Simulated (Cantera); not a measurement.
Input: 1 mol TEOS, 0.57 mol H2O, 4 mol N2, at 13.3 mbar.

Equilibrium computed with Cantera from the NASA thermochemical tables; the gas is ideal and each condensed phase is pure. Candidate condensed phases: C, C6H6, C7H8, C8H18, H2O, Si, SiC, SiO2, Si2N2O, Si3N4; 151 gas species. The feed counts by its element totals alone. N2 is the only nitrogen source here; it is nearly inert below about 1500 K, so the nitride shown seldom forms there in practice. The tables hold silica as quartz up to 1696 K and as liquid above; real silica turns to tridymite and cristobalite and melts near 1996 K. The numbers say what is thermodynamically allowed, not how fast it happens.

**Question.** What share of the Si ends up in condensed phases as a function of T (K), at 723, 873, 1023, 1173, 1323, 1473, 1623, 1773, 1923?

**Answer.** 
```tsv
T (K)	Si condensed (%)	as
723	100.0	SiO2(α-quartz)
873	100.0	SiO2(β-quartz)
1023	100.0	SiO2(β-quartz)
1173	100.0	SiO2(β-quartz)
1323	100.0	Si2N2O(s)
1473	99.7	Si2N2O(s)
1623	98.6	SiC(s)
1773	97.7	SiC(s)
1923	96.4	SiC(s)
```
